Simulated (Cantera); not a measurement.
A Cantera script and what it prints.

```python
import numpy as np
import cantera as ct

gas_names = """
    C CO CO2 C2 C2O C3 C3O2 C4 C5 O O2 O3 Si SiC SiC2 SiO SiO2 Si2 Si2C Si3
""".split()
cond_names = """
    C(gr) Si(cr) Si(L) SiC(b) SiO2(Lqz) SiO2(hqz) SiO2(L)
""".split()


# ... load() reads the species with a 1 bar reference pressure and builds the phases ...
atoms = {
    'SiO2': {'Si': 1, 'O': 2},
    'C': {'C': 1},
    'CO': {'C': 1, 'O': 1},
}
top_T = {'C(gr)': 4500, 'SiC(b)': 3050}  # K; cautious upper limits of use, not melting points


# ... equilibrate(T, P, feed) seeds the gas with the atoms and calls Mixture.equilibrate('TP', solver="vcs", rtol=1e-11, max_steps=5000) ...
results = []
feed = {'SiO2': 1, 'C': 3.6, 'CO': 0.013}  # mol
P = 49  # Pa
for T in [1623, 1723, 1823, 1923, 2023, 2123, 2223, 2323, 2423, 2523, 2623]:
    mix = equilibrate(T, P, feed)
    results.append((T, P, feed, dict(zip(mix.species_names, mix.species_moles))))

top = {s: max(r[3][s] / sum(r[3][g] for g in gas_names) for r in results) for s in gas_names}
cols = sorted((s for s in top if top[s] > 0.001), key=lambda s: -top[s])[:5]
seen = [c for c in cond_names if any(r[3].get(c, 0) > 1e-12 for r in results)]
print("log10 of partial pressures in bar; condensed amounts in mol")
print(f"{'T/K':>10s}" + "".join(f"{s[:9]:>10s}" for s in cols + seen))
for T, P, feed, n in results:
    ng = sum(n[g] for g in gas_names)
    print(f"{T:10.4g}" + "".join(f"{np.log10(max(n[s] / ng * P / 1e5, 1e-99)):10.3f}" for s in cols)
          + "".join(f"{n.get(c, 0):10.4g}" for c in seen))
```

Output:

```
log10 of partial pressures in bar; condensed amounts in mol
       T/K        CO        Si      SiC2      Si2C       SiO     C(gr)    SiC(b)
      1623    -3.311    -8.750   -11.087   -11.181    -5.813    0.6127    0.9937
      1723    -3.312    -7.785    -9.826    -9.946    -5.668    0.6177    0.9911
      1823    -3.312    -6.928    -8.706    -8.849    -5.539    0.6242    0.9876
      1923    -3.314    -6.160    -7.706    -7.870    -5.425    0.6337    0.9815
      2023    -3.317    -5.469    -6.806    -6.990    -5.325     0.653    0.9649
      2123    -3.329    -4.845    -5.994    -6.195    -5.244    0.7077    0.9052
      2223    -3.375    -4.277    -5.256    -5.474    -5.205     0.898    0.6634
      2323    -3.480    -3.897    -4.722    -5.094    -5.370     1.349         0
      2423    -3.482    -3.891    -4.577    -5.433    -5.772     1.262         0
      2523    -3.485    -3.905    -4.463    -5.782    -6.160     1.156         0
      2623    -3.488    -3.931    -4.371    -6.133    -6.533     1.004         0
```

These are equilibrium values from Cantera (NASA tables, ideal gas, pure condensed phases), not measurements of a reactor.
